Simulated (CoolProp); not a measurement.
Properties of 1,2-dichloroethane at several states.

Computed with CoolProp (reference Helmholtz-energy equation of state, Thol 2015).

```
T (K)  p (bar)   phase        Z  cv (kJ/(kg K))  expansivity (1/kK)
-----  -------  ------  -------  --------------  ------------------
417.9     80.9  liquid   0.2153          0.9655               1.611
457.6     1.12     gas   0.9854          0.9097               2.291
333       3.69  liquid  0.01104          0.9169               1.276
```
